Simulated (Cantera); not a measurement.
**Transport properties of process gases**

Gas mixture: NH3 : C2H6 : C2H2 : CH4 = 0.67 : 0.67 : 0.55 : 0.78 (molar parts), at 1000000 Pa, frozen composition.

Cantera's kinetic-theory transport with the Lennard-Jones parameters of GRI-Mech 3.0, ideal gas; thermal conductivity in the multicomponent form. Polar gases are described roughly by these parameters. The composition is frozen, though it would react at the higher temperatures.

```csv
T (K),ρ (kg/m³),cp (J/kg/K),μ (µPa s),λ (mW/m/K),Pr,D (cm²/s) NO,D (cm²/s) CH4,D (cm²/s) CO2
400,6.58,2206,13.5,41.6,0.718,0.0314,0.0316,0.0241
650,4.05,2930,20.4,82.2,0.726,0.0738,0.0759,0.0587
900,2.92,3481,26.2,125,0.730,0.129,0.134,0.104
1150,2.29,3924,31.4,168,0.732,0.195,0.203,0.159
1400,1.88,4252,36.0,209,0.732,0.271,0.284,0.223
1650,1.59,4502,40.4,248,0.732,0.356,0.374,0.294
1900,1.38,4692,44.4,285,0.732,0.451,0.473,0.373
2150,1.22,4837,48.3,319,0.731,0.553,0.582,0.459
```
D: mixture-averaged diffusion coefficient of that species in the mixture.
